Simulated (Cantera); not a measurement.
Input: 1 mol TEOS, 2.2 mol O3, 7.7 mol N2, 7.2 mol N2O, held at 1748 K and 18.0 Pa.

Equilibrium computed with Cantera from the NASA thermochemical tables; the gas is ideal and each condensed phase is pure. Candidate condensed phases: C, C6H6, C7H8, C8H18, H2O, Si, SiC, SiO2, Si2N2O, Si3N4; 151 gas species. The feed counts by its element totals alone. The tables hold silica as quartz up to 1696 K and as liquid above; real silica turns to tridymite and cristobalite and melts near 1996 K. Rates play no part.

Base state: N2 0.450, CO 0.176, H2O 0.172, H2 0.127, CO2 0.0661, H 0.00606, SiO 0.00315, OH 0.000481 (mole fractions); condensed: SiO2(condensed).

What changes in the equilibrium state with this change: temperature from 1748 K to 948 K?


```tsv
species	before	after
N2	0.450	0.453
H2	0.127	0.192
CO2	0.0661	0.125
H2O	0.172	0.112
CO	0.176	0.118
SiO	0.00315	<1e-9
OH	0.000481	<1e-9
H	0.00606	1.71e-8
SiO2(condensed), mol	0.895	0
SiO2(β-quartz), mol	0	1.00
```

What changes in the equilibrium state with this change: O3 from 2.2 to 3.4 mol?


```tsv
species	before	after
N2	0.450	0.451
H2O	0.172	0.230
CO	0.176	0.127
H2	0.127	0.0700
CO2	0.0661	0.115
SiO	0.00315	0.00130
O2	1.10e-5	6.41e-5
NO	1.89e-5	4.58e-5
O	1.81e-5	4.38e-5
OH	0.000481	0.000863
H	0.00606	0.00451
SiO2(condensed), mol	0.895	0.957
```
